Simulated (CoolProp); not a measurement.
Computed with CoolProp (reference Helmholtz-energy equation of state, Thol 2017).

Task: Give the vapour pressure (kPa), liquid density (kg/m³), enthalpy of vaporisation (kJ/kg), vapour Z of saturated octamethyltrisiloxane (MDM) at 266.2 K.

Result: 
```tsv
T (K)	p (kPa)	liquid density (kg/m³)	enthalpy of vaporisation (kJ/kg)	vapour Z
266.2	0.0446	847	217	1.000
```
